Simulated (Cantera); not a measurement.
Feed: 1 mol BF3, 3.3 mol H2, held at 1023.15 K and 0.133 bar.

These are equilibrium values from Cantera (NASA tables, ideal gas, pure condensed phases), not measurements of a reactor. Candidate condensed phases: B; 20 gas species. The numbers say what is thermodynamically allowed, not how fast it happens.

Base state: H2 0.766, BF3 0.231, HF 0.00117, BHF2 0.00117 (mole fractions); condensed: gas only.

Task: What changes in the equilibrium state with this change: temperature from 1023.15 K to 1100 K?

Result: 
| species | before | after |
|---|---|---|
| H2 | 0.766 | 0.765 |
| BF3 | 0.231 | 0.231 |
| HF | 0.00117 | 0.00195 |
| BHF2 | 0.00117 | 0.00194 |
